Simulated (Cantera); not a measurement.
## Fluorocarbon and chlorocarbon gases: CHF3 + HCl + H2

A closed system holds: 1 mol CHF3, 0.021 mol HCl, 0.28 mol H2, held at 0.000150 bar.

Cantera equilibrium calculation (NASA polynomials, part measured and part estimated; ideal gas, pure solids and liquids). Candidate condensed phases: C, C6H6, C7H8, C8H18; 118 gas species. Gases not in the tables: C2F6 and larger saturated fluorocarbons. Kinetics and transport are ignored.

From 2098 K to 2548 K the condensed part is C(graphite). The main C-bearing gas is CF2 at 2098 K and C3 at 2548 K. The share of C in condensed phases is highest at 2398 K (94.0 %) and lowest at 2098 K (80.8 %).

```tsv
T (K)	x HF	x F	x CF2	x CF	x H	x Cl	x C3	n C(graphite)
2098	0.559	0.366	0.0640	0.00269	5.79e-5	0.00741	1.84e-6	0.808
2148	0.548	0.395	0.0461	0.00361	0.000116	0.00727	5.47e-6	0.855
2198	0.540	0.416	0.0322	0.00467	0.000230	0.00716	1.55e-5	0.891
2248	0.534	0.430	0.0222	0.00589	0.000451	0.00709	4.17e-5	0.916
2298	0.530	0.439	0.0153	0.00727	0.000870	0.00704	0.000107	0.932
2348	0.526	0.446	0.0105	0.00882	0.00165	0.00699	0.000266	0.939
2398	0.522	0.449	0.00724	0.0106	0.00305	0.00696	0.000632	0.940
2448	0.516	0.451	0.00504	0.0125	0.00550	0.00691	0.00145	0.931
2498	0.508	0.453	0.00354	0.0147	0.00966	0.00685	0.00321	0.910
2548	0.494	0.453	0.00252	0.0171	0.0164	0.00676	0.00689	0.864
```
x: gas mole fraction; n: condensed amount in mol.
